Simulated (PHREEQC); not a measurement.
Dissolve 0.01 mol/kgw NaH2PO4 and 9.8e-05 mol/kgw K2HPO4 at 25 °C. Closed to the air; pH follows from the charge balance.

All values are PHREEQC results (ion-association model, wateq4f.dat), not measurements.

Each row changes one thing in this solution. This is a speciation only: nothing precipitates in the calculation.

```
case                                              pH  ionic strength (mol/kgw)  HPO4-2 (mol/kgw)  H3PO4 (mol/kgw)  NaHPO4- (mol/kgw)
----------------------------------------------  ----  ------------------------  ----------------  ---------------  -----------------
as made                                         5.13                    0.0103          0.000114          9.76e-6            1.48e-6
diluted 100-fold with water                     5.69                  0.000107               [?]              [?]           5.72e-10
K2HPO4 replaced by KH2PO4 at the same molality  4.73                    0.0102           4.50e-5          2.50e-5            5.83e-7
diluted 2-fold with water                        [?]                   0.00516           5.99e-5          4.41e-6            4.31e-7
K2HPO4 left out                                 4.73                    0.0101           4.46e-5          2.47e-5                [?]
NaH2PO4 from 0.01 to 0.015 mol/kgw              4.98                    0.0153          0.000128              [?]            2.30e-6
```

Fill in the missing entries.


- diluted 100-fold with water, HPO4-2 (mol/kgw): 3.08e-6
- diluted 100-fold with water, H3PO4 (mol/kgw): 2.92e-8
- diluted 2-fold with water, pH: 5.19
- K2HPO4 left out, NaHPO4- (mol/kgw): 5.79e-7
- NaH2PO4 from 0.01 to 0.015 mol/kgw, H3PO4 (mol/kgw): 2.04e-5

H3PO4, which wateq4f.dat lacks, is added to it with the constant of phreeqc.dat.
